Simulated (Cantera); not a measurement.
A closed system holds: 1 mol AlCl₃, 1.5 mol H₂O, 17 mol N₂, held at 610 Pa.

These are equilibrium values from Cantera (NASA tables, ideal gas, pure condensed phases), not measurements of a reactor. Candidate condensed phases: Al, AlCl₃, AlN, Al₂O₃, H₂O, NH₄Cl; 45 gas species. The tables' values for AlCl₂ are old estimates; treat these amounts as uncertain. Condensed phases not in the tables: AlOCl. Rates play no part.

x: gas mole fraction; n: condensed amount in mol.

```
T (°C)   x N₂  x HCl      x Cl  x H₂     x H₂O   x AlCl₃  n Al₂O₃(s)
------  -----  -----  --------  ----  --------  --------  ----------
427     0.850  0.150  6.70e-10     ?   6.86e-7   4.57e-7       0.500
527     0.850  0.150   2.46e-8     ?   2.78e-6   1.86e-6       0.500
627     0.850  0.150   3.74e-7     ?   8.21e-6   5.48e-6       0.500
727     0.850  0.150   2.98e-6     ?   1.94e-5   1.29e-5       0.500
827     0.850  0.150   1.54e-5     ?   3.89e-5   2.59e-5       0.500
927     0.850  0.150   5.93e-5     ?   6.90e-5   4.60e-5       0.500
1027    0.850  0.150  0.000185     ?  0.000112   7.44e-5       0.499
1127    0.850  0.149  0.000488     ?  0.000168  0.000112       0.499
1227    0.850  0.148   0.00113     ?  0.000237  0.000157       0.498
1327    0.849  0.147   0.00236     ?  0.000320  0.000209       0.498
1427    0.848  0.144   0.00451     ?  0.000417  0.000259       0.497
```

### Question
What belongs in the gaps?

### Answer

- 427, x H₂: 6.60e-9
- 527, x H₂: 5.47e-8
- 627, x H₂: 3.43e-7
- 727, x H₂: 1.85e-6
- 827, x H₂: 8.33e-6
- 927, x H₂: 3.06e-5
- 1027, x H₂: 9.36e-5
- 1127, x H₂: 0.000245
- 1227, x H₂: 0.000566
- 1327, x H₂: 0.00117
- 1427, x H₂: 0.00220
